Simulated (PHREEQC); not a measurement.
0.32 g of hydrous ferric oxide (600 m²/g; 0.2 weak and 0.005 strong sites per Fe, Dzombak-Morel constants, diffuse double layer) in 1 kg of water with 0.005 mol/kgw of an inert sodium salt and 0.066 mmol/kgw MnCl2, at 25 °C; the pH is set by adding NaOH or the inert anion's acid. The system is closed to oxygen. The system is closed to CO2. No solid was allowed to form.

The numbers come from PHREEQC with the ion-association model, wateq4f.dat.

Predict Mn sorbed (%), surface charge σ (C/m²) at pH = 4, 6.5, 9, 10.


| pH | Mn sorbed (%) | surface charge σ (C/m²) |
|---|---|---|
| 4 | 0.0 | 0.186 |
| 6.5 | 15.9 | 0.023 |
| 9 | 99.9 | -0.007 |
| 10 | 100.0 | -0.025 |

Species that the database lacks are ignored.
